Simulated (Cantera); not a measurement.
# Adiabatic ignition

An adiabatic, constant-pressure homogeneous reactor starts with CO : H2 : O2 : N2 = 1 : 0.11 : 0.23 : 2.17 (molar parts), equivalence ratio 2.4, at 1175 K and 1.01 bar.

Cantera simulation using GRI-Mech 3.0 (53 species, 325 reactions); the numbers are that mechanism's predictions, not measurements.

```json
[
 {"t (s)": "2.00e-6", "T (K)": "1175", "x CO": "0.285", "x H2": "0.0313", "x O2": "0.0655", "x NO2": "<1e-12", "x O": "1.09e-9"},
 {"t (s)": "7.97e-6", "T (K)": "1175", "x CO": "0.285", "x H2": "0.0313", "x O2": "0.0655", "x NO2": "<1e-12", "x O": "3.76e-9"},
 {"t (s)": "3.17e-5", "T (K)": "1175", "x CO": "0.285", "x H2": "0.0313", "x O2": "0.0655", "x NO2": "<1e-12", "x O": "4.39e-8"},
 {"t (s)": "0.000126", "T (K)": "1181", "x CO": "0.284", "x H2": "0.0300", "x O2": "0.0643", "x NO2": "<1e-12", "x O": "0.000350"},
 {"t (s)": "0.000503", "T (K)": "1965", "x CO": "0.195", "x H2": "0.00729", "x O2": "0.00436", "x NO2": "4.16e-9", "x O": "0.00417"},
 {"t (s)": "0.00200", "T (K)": "2146", "x CO": "0.190", "x H2": "0.00773", "x O2": "0.000460", "x NO2": "2.65e-9", "x O": "0.000350"},
 {"t (s)": "0.00798", "T (K)": "2177", "x CO": "0.190", "x H2": "0.00798", "x O2": "2.53e-5", "x NO2": "1.39e-9", "x O": "1.87e-5"},
 {"t (s)": "0.0318", "T (K)": "2180", "x CO": "0.190", "x H2": "0.00802", "x O2": "1.00e-5", "x NO2": "1.11e-9", "x O": "7.52e-6"},
 {"t (s)": "0.127", "T (K)": "2180", "x CO": "0.190", "x H2": "0.00802", "x O2": "9.98e-6", "x NO2": "9.27e-10", "x O": "7.50e-6"},
 {"t (s)": "0.504", "T (K)": "2180", "x CO": "0.190", "x H2": "0.00801", "x O2": "9.99e-6", "x NO2": "7.25e-10", "x O": "7.52e-6"},
 {"t (s)": "2.01", "T (K)": "2180", "x CO": "0.190", "x H2": "0.00801", "x O2": "1.00e-5", "x NO2": "6.95e-10", "x O": "7.52e-6"},
 {"t (s)": "8.00", "T (K)": "2180", "x CO": "0.190", "x H2": "0.00801", "x O2": "1.00e-5", "x NO2": "6.95e-10", "x O": "7.52e-6"}
]
```
x: mole fraction; the columns are a selection and need not sum to one.

* **time of steepest temperature rise**: 0.170 ms
* **temperature at 8.00 s**: 2180 K
* **equilibrium temperature**: 2180 K
* **x(CO) at 8.00 s**: 0.190 (gas-phase equilibrium 0.190)
* **x(H2) at 8.00 s**: 0.00801 (gas-phase equilibrium 0.00801)
* **x(O2) at 8.00 s**: 1.00e-5 (gas-phase equilibrium 1.00e-5)
